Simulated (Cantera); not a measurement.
A closed system holds: 1 mol C2H5OH, 33 mol H2, equilibrated at 750 Torr.

These are equilibrium values from Cantera (NASA tables, ideal gas, pure condensed phases), not measurements of a reactor. Candidate condensed phases: C, C6H6, C7H8, C8H18, H2O; 110 gas species. Equilibrium is a limit: real reactors are often held back by kinetics, nucleation or transport.

Task: Which condensed phases are stable at each of these points (T (K)): 2100, 2200, 2300, 2400, 2500, 2600, 2700, 2800, 2900?

Result: 
```csv
T (K),condensed phases,C condensed (%)
2100,C(graphite),44.2
2200,C(graphite),40.3
2300,C(graphite),34.1
2400,C(graphite),24.7
2500,C(graphite),11.1
2600,gas only,0.0
2700,gas only,0.0
2800,gas only,0.0
2900,gas only,0.0
```

From 2100 K to 2500 K the condensed part is C(graphite). From 2600 K to 2900 K nothing is condensed.
